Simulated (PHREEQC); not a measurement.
A column of 0.1 m (40 cells, dispersivity 0.005 m, 720 s a shift, diffusion coefficient 3e-10 m²/s) holds 0.06 eq of the database's cation exchanger X per kg of pore water, first in equilibrium with 1.9 mmol/kgw BaCl2, 21 mmol/kgw CdCl2 and 0.01 mmol/kgw HCl. It is flushed with 70 mmol/kgw MnCl2 and 0.01 mmol/kgw HCl, at 25 °C. Values are for the last cell. No CO2 enters from the air. Precipitation was switched off in this run.

Base run: PHREEQC, ion-association model, phreeqc.dat. Each further column changes one thing. The table gives Mn in solution (mol/kgw).

```
pore volumes      base  exchange capacity from 0.06 to 0.03 eq/kgw  dispersivity from 0.005 to 0.01 m
------------  --------  ------------------------------------------  ---------------------------------
0                    0                                           0                                  0
0.3125        3.81e-13                                    8.55e-10                            2.49e-8
0.7125        0.000103                                         [?]                            0.00152
1.012          0.00707                                      0.0212                             0.0148
1.312           0.0330                                      0.0482                                [?]
1.712           0.0575                                      0.0642                                [?]
2.013           0.0642                                         [?]                                [?]
2.312           0.0671                                      0.0692                                [?]
2.712           0.0686                                      0.0698                             0.0677
3.013           0.0692                                      0.0699                             0.0686
```

Question: Fill in the missing entries.

Answer: 
- 0.7125, exchange capacity from 0.06 to 0.03 eq/kgw: 0.00144
- 1.312, dispersivity from 0.005 to 0.01 m: 0.0356
- 1.712, dispersivity from 0.005 to 0.01 m: 0.0544
- 2.013, exchange capacity from 0.06 to 0.03 eq/kgw: 0.0679
- 2.013, dispersivity from 0.005 to 0.01 m: 0.0615
- 2.312, dispersivity from 0.005 to 0.01 m: 0.0652
